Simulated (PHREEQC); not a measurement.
Copper plating or etch bath

A solution holds 0.021 mol/kgw Cu(BF4)2 and 0.00024 mol/kgw H3BO3, at 25 °C. Closed to the air; pH follows from the charge balance.

Equilibrium calculation in PHREEQC: ion-association model, wateq4f.dat.

No solid was allowed to form.

Problem. What pH does the model give?

Solution. pH 2.77.

Problem. In which forms is F present?

Solution. BF4- 89 %, BF3OH- 4.5 %, HF 3.2 %, F- 1.6 %, BF2(OH)2- 0.8 % of the F.

Species that the database lacks are ignored. Real BF4- forms and hydrolyses slowly; the run takes it at equilibrium.
